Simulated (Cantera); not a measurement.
Charge: 1 mol SiCl4, 8 mol NH3, held at 925 °C and 0.590 bar.

Equilibrium computed with Cantera from the NASA thermochemical tables; the gas is ideal and each condensed phase is pure. Candidate condensed phases: NH4Cl, Si, Si3N4; 28 gas species. The tables' values for SiCl3 are old estimates; treat these amounts as uncertain. Rates play no part.

Base state: H2 0.583, HCl 0.220, N2 0.194, SiCl4 0.00268, SiHCl3 0.000192, SiCl3 4.73e-5, NH3 2.23e-5 (mole fractions); condensed: Si3N4(s).

Problem. What changes in the equilibrium state with this change: NH3 from 8 to 0.48 mol?

Solution. 
```tsv
species	before	after
SiCl4	0.00268	0.401
HCl	0.220	0.351
H2	0.583	0.178
N2	0.194	0.0617
SiCl3	4.73e-5	0.00245
SiHCl3	0.000192	0.00549
Si3N4(s), mol	0.316	0.0576
```
